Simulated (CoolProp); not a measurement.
Vapour-liquid equilibrium of R13 (1) + n-butane (2) at 18.1 kPa; x and y are mole fractions of (1).

Computed with CoolProp (multi-fluid Helmholtz-energy mixture model, Platzer 1990 and Bücker 2006; pair parameters Bell 2016). This equation is an older, rougher fit; its heat capacities, sound speeds and derivatives of the liquid may be far off and weren't checked against measurements.

```
x     bubble temperature (K)  y at the bubble point  dew temperature at overall composition x (K)  liquid density (mol/L)
----  ----------------------  ---------------------  --------------------------------------------  ----------------------
0.05                   195.7                    ___                                         233.6                   11.79
0.2                      ___                  0.990                                         230.5                   12.54
0.35                   171.1                  0.994                                         226.9                   13.07
0.5                    169.3                  0.996                                         222.5                   13.57
0.65                   168.1                    ___                                         216.8                   14.10
0.8                    166.9                    ___                                         208.6                   14.66
0.95                   165.3                  0.999                                         191.3                     ___
```

### Question
Complete the blanks.

### Answer

- 0.05, y at the bubble point: 0.926
- 0.2, bubble temperature (K): 175.6
- 0.65, y at the bubble point: 0.997
- 0.8, y at the bubble point: 0.998
- 0.95, liquid density (mol/L): 15.28

No azeotrope shows between x = 0.05 and 0.95.

The pair parameters rest on a limited set of measurements; away from them the model extrapolates. With so large a gap from Raoult's law the liquid may split in two, which this calculation doesn't test in full.
